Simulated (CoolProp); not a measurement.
Properties of CHF3 (R23) along the isobar 20.3 MPa.

Model: reference Helmholtz-energy equation of state, Penoncello 2003, in CoolProp.

| T (K) | phase | density (kg/m³) | cv (kJ/(kg K)) | expansivity (1/kK) | fugacity coefficient |
|---|---|---|---|---|---|
| 197.2 | liquid | 1470 | 0.7180 | 2.245 | 0.01206 |
| 207.3 | liquid | 1437 | 0.7189 | 2.334 | 0.01944 |
| 217.4 | liquid | 1403 | 0.7212 | 2.437 | 0.02963 |
| 227.6 | liquid | 1367 | 0.7246 | 2.557 | 0.04319 |
| 237.7 | liquid | 1332 | 0.7291 | 2.696 | 0.06018 |
| 247.9 | liquid | 1294 | 0.7346 | 2.857 | 0.08110 |
| 258 | liquid | 1256 | 0.7408 | 3.043 | 0.1056 |
| 268.1 | liquid | 1217 | 0.7477 | 3.257 | 0.1337 |
| 278.3 | liquid | 1176 | 0.7554 | 3.506 | 0.1656 |
| 288.4 | liquid | 1133 | 0.7636 | 3.787 | 0.2002 |
| 298.6 | liquid | 1089 | 0.7723 | 4.110 | 0.2378 |
| 308.7 | supercritical | 1043 | 0.7813 | 4.467 | 0.2770 |
| 318.8 | supercritical | 994.7 | 0.7906 | 4.858 | 0.3177 |
| 329 | supercritical | 944.6 | 0.8000 | 5.278 | 0.3596 |
| 339.1 | supercritical | 893.6 | 0.8092 | 5.698 | 0.4013 |
